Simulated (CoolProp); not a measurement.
Saturated liquid density (kg/m³) of C2F6 (R116): the reference equation beside estimates from Tc = 293.0 K, pc = 3.048 MPa, ω = 0.257. Rackett uses Z = 0.29056 − 0.08775 ω.

Values from CoolProp's reference Helmholtz-energy equation of state, Lemmon 2006. It is a short technical equation, of lower accuracy than the large ones.

```json
[
 {"T (K)": "223.1", "reference": "1472", "Rackett": "1544", "Soave-Redlich-Kwong": "1390", "Peng-Robinson": "1577"},
 {"T (K)": "226.7", "reference": "1453", "Rackett": "1524", "Soave-Redlich-Kwong": "1369", "Peng-Robinson": "1553"},
 {"T (K)": "230.3", "reference": "1434", "Rackett": "1503", "Soave-Redlich-Kwong": "1346", "Peng-Robinson": "1528"},
 {"T (K)": "233.9", "reference": "1414", "Rackett": "1482", "Soave-Redlich-Kwong": "1323", "Peng-Robinson": "1502"},
 {"T (K)": "237.5", "reference": "1394", "Rackett": "1460", "Soave-Redlich-Kwong": "1299", "Peng-Robinson": "1474"},
 {"T (K)": "241.1", "reference": "1373", "Rackett": "1438", "Soave-Redlich-Kwong": "1274", "Peng-Robinson": "1446"},
 {"T (K)": "244.7", "reference": "1351", "Rackett": "1415", "Soave-Redlich-Kwong": "1247", "Peng-Robinson": "1416"},
 {"T (K)": "248.3", "reference": "1328", "Rackett": "1390", "Soave-Redlich-Kwong": "1220", "Peng-Robinson": "1384"},
 {"T (K)": "251.9", "reference": "1304", "Rackett": "1365", "Soave-Redlich-Kwong": "1191", "Peng-Robinson": "1351"},
 {"T (K)": "255.5", "reference": "1280", "Rackett": "1339", "Soave-Redlich-Kwong": "1160", "Peng-Robinson": "1316"},
 {"T (K)": "259.1", "reference": "1253", "Rackett": "1311", "Soave-Redlich-Kwong": "1128", "Peng-Robinson": "1279"},
 {"T (K)": "262.7", "reference": "1226", "Rackett": "1282", "Soave-Redlich-Kwong": "1094", "Peng-Robinson": "1239"},
 {"T (K)": "266.3", "reference": "1197", "Rackett": "1251", "Soave-Redlich-Kwong": "1057", "Peng-Robinson": "1197"},
 {"T (K)": "269.9", "reference": "1165", "Rackett": "1218", "Soave-Redlich-Kwong": "1018", "Peng-Robinson": "1151"},
 {"T (K)": "273.5", "reference": "1131", "Rackett": "1182", "Soave-Redlich-Kwong": "975.7", "Peng-Robinson": "1101"}
]
```

Absolute difference from the reference over all 15 rows, mean and median: Rackett 4.7 and 4.7 %, Soave-Redlich-Kwong 8.7 and 8.1 %, Peng-Robinson 4.0 and 4.2 %.
